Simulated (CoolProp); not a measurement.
The numbers come from the reference Helmholtz-energy equation of state, Thol 2016 in CoolProp.

Task: For R1234ze(E), give the phase and the density (kg/m³), cv (kJ/(kg K)), speed of sound (m/s), Joule-Thomson coefficient (K/MPa) at -53.95 °C and 496 kPa; -53.95 °C and 1980 kPa; -53.95 °C and 4460 kPa.

Result: 
- -53.95 °C and 496 kPa: liquid; density 1390, cv 0.843, speed of sound 887, Joule-Thomson coefficient -0.350
- -53.95 °C and 1980 kPa: liquid; density 1390, cv 0.843, speed of sound 894, Joule-Thomson coefficient -0.353
- -53.95 °C and 4460 kPa: liquid; density 1390, cv 0.845, speed of sound 906, Joule-Thomson coefficient -0.357
